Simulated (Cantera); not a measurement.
An isothermal, constant-pressure homogeneous reactor starts with C2H6 : N2 = 1 : 130 (molar parts), at 1050 K and 540 Pa. Integrator tolerance rtol = 1e-08.

Computed with Cantera and GRI-Mech 3.0 (53 species, 325 reactions). GRI-Mech 3.0 stops at C3 and has no aromatics, soot or wall deposition, so with more carbon than oxygen in the feed, carbon stays in small species such as C2H2 where larger ones or solid carbon would form. Radical loss at walls, strong at low pressure, is not modelled.

```
quantity                                             before                                     after
-----------------  ----------------------------------------  ----------------------------------------
x(C2H6) at 30.0 s  0.000645 (gas-phase equilibrium 2.13e-9)   7.62e-5 (gas-phase equilibrium 3.28e-6)
x(CH2) at 30.0 s    7.00e-11 (gas-phase equilibrium <1e-12)     <1e-12 (gas-phase equilibrium <1e-12)
x(C2H2) at 30.0 s  0.000922 (gas-phase equilibrium 0.00167)  0.00200 (gas-phase equilibrium 0.000487)
x(C2H4) at 30.0 s   0.00566 (gas-phase equilibrium 2.30e-5)  0.00520 (gas-phase equilibrium 0.000487)
x(CH3) at 30.0 s    1.96e-6 (gas-phase equilibrium 5.57e-9)   1.65e-8 (gas-phase equilibrium 1.36e-8)
```

Q: Which change was made?
A. pressure from 540 Pa to 140000 Pa
B. N2 130 to 33 parts
C. N2 130 to 170 parts
D. temperature 1050 to 1923 K

A: A, pressure from 540 Pa to 140000 Pa
